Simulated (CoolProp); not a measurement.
Vapour-liquid equilibrium of cyclohexane (1) + n-octane (2) at 338.5 K; x and y are mole fractions of (1).

Model: multi-fluid Helmholtz-energy mixture model, Zhou 2014 and Beckmüller 2019; pair parameters Bell 2016, in CoolProp.

| x | bubble pressure, mixture model (kPa) | bubble pressure, Raoult's law (kPa) | y, mixture model | y, Raoult's law |
|---|---|---|---|---|
| 0.05 | 15.60 | 15.60 | … | 0.200 |
| 0.125 | 19.32 | 19.29 | 0.401 | 0.404 |
| 0.2 | … | 22.97 | 0.540 | 0.542 |
| 0.275 | 26.79 | 26.66 | 0.640 | 0.643 |
| 0.35 | … | 30.35 | … | 0.718 |
| 0.425 | 34.21 | 34.03 | 0.775 | 0.778 |
| 0.5 | 37.90 | 37.72 | 0.822 | 0.826 |
| 0.575 | 41.56 | 41.40 | 0.861 | 0.865 |
| 0.65 | 45.21 | 45.09 | … | 0.898 |
| 0.725 | … | 48.78 | 0.922 | 0.926 |
| 0.8 | 52.50 | 52.46 | 0.947 | 0.950 |
| 0.875 | 56.16 | 56.15 | 0.969 | 0.971 |
| 0.95 | 59.83 | 59.84 | 0.988 | 0.989 |

**Question.** Some entries are withheld; supply them.

**Answer.** 
- 0.05, y, mixture model: 0.198
- 0.2, bubble pressure, mixture model (kPa): 23.05
- 0.35, bubble pressure, mixture model (kPa): 30.51
- 0.35, y, mixture model: 0.716
- 0.65, y, mixture model: 0.894
- 0.725, bubble pressure, mixture model (kPa): 48.86

The largest gap from Raoult's law is +0.5 % in bubble pressure, at x = 0.35. No azeotrope shows between x = 0.05 and 0.95.

The pair parameters rest on a limited set of measurements; away from them the model extrapolates.
